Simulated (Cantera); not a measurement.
Input (Python, Cantera) and output of one run.

```python
import numpy as np
import cantera as ct

gas_names = """
    H H2 H2S Pb PbS Pb2 S SH S2 S8
""".split()
cond_names = """
    Pb(cr) Pb(L) PbS(s) PbS(L) S(cr1) S(cr2) S(L)
""".split()


# ... load() reads the species with a 1 bar reference pressure and builds the phases ...
atoms = {
    'PbS': {'Pb': 1, 'S': 1},
    'H2': {'H': 2},
}
top_T = {}  # K; cautious upper limits of use, not melting points


# ... equilibrate(T, P, feed) seeds the gas with the atoms and calls Mixture.equilibrate('TP', solver="vcs", rtol=1e-11, max_steps=5000) ...
results = []
feed = {'PbS': 1, 'H2': 2.8}  # mol
P = 1700  # Pa
for T in [848, 998, 1148, 1298, 1448, 1598, 1748, 1898, 2048]:
    mix = equilibrate(T, P, feed)
    results.append((T, P, feed, dict(zip(mix.species_names, mix.species_moles))))

top = {s: max(r[3][s] / sum(r[3][g] for g in gas_names) for r in results) for s in gas_names}
cols = sorted((s for s in top if top[s] > 1e-06), key=lambda s: -top[s])[:5]
seen = [c for c in cond_names if any(r[3].get(c, 0) > 1e-12 for r in results)]
print("log10 of partial pressures in bar; condensed amounts in mol")
print(f"{'T/K':>10s}" + "".join(f"{s[:9]:>10s}" for s in cols + seen))
for T, P, feed, n in results:
    ng = sum(n[g] for g in gas_names)
    print(f"{T:10.4g}" + "".join(f"{np.log10(max(n[s] / ng * P / 1e5, 1e-99)):10.3f}" for s in cols)
          + "".join(f"{n.get(c, 0):10.4g}" for c in seen))
```

Result:

```
log10 of partial pressures in bar; condensed amounts in mol
       T/K        H2       PbS        Pb        S2       H2S     Pb(L)    PbS(s)
       848    -1.771    -6.120    -6.524   -10.856    -4.227   0.00971    0.9901
       998    -1.779    -4.080    -4.810    -7.822    -3.548   0.04434    0.9393
      1148    -1.872    -2.592    -3.553    -5.598    -3.144   0.08763     0.351
      1298    -1.925    -2.421    -3.171    -4.658    -3.203         0         0
      1448    -1.929    -2.452    -3.045    -3.892    -3.201         0         0
      1598    -1.932    -2.511    -2.889    -3.442    -3.286         0         0
      1748    -1.938    -2.605    -2.744    -3.186    -3.418         0         0
      1898    -1.946    -2.731    -2.633    -3.039    -3.567         0         0
      2048    -1.959    -2.884    -2.557    -2.964    -3.725         0         0
```

Cantera equilibrium calculation (NASA polynomials, part measured and part estimated; ideal gas, pure solids and liquids). Mutual solubility and eutectic melting of coexisting phases are not modelled. Gases not in the tables: S3 to S7.
